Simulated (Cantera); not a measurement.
A closed system holds: 1 mol CH3SiCl3, 1.4 mol H2, at 2277 °C.

Method: chemical equilibrium by Gibbs-energy minimisation in Cantera with the NASA 1993 tables (ideal gas, pure condensed phases). Candidate condensed phases: C, C6H6, C7H8, C8H18, Si, SiC; 109 gas species. The feed counts by its element totals alone. Gases not in the tables: Si2H6 and higher silanes. The numbers say what is thermodynamically allowed, not how fast it happens.

Q: What share of the Si ends up in condensed phases as a function of P (Pa), at 100, 240, 560, 1300, 3200, 7500, 18000, 42000, 100000?

A: 
```
P (Pa)  Si condensed (%)      as
------  ----------------  ------
100                  0.0       -
240                  0.0       -
560                  0.0       -
1300                 0.0       -
3200                 0.0       -
7500                18.9  SiC(s)
18000               30.9  SiC(s)
42000               35.5  SiC(s)
100000              37.4  SiC(s)
```
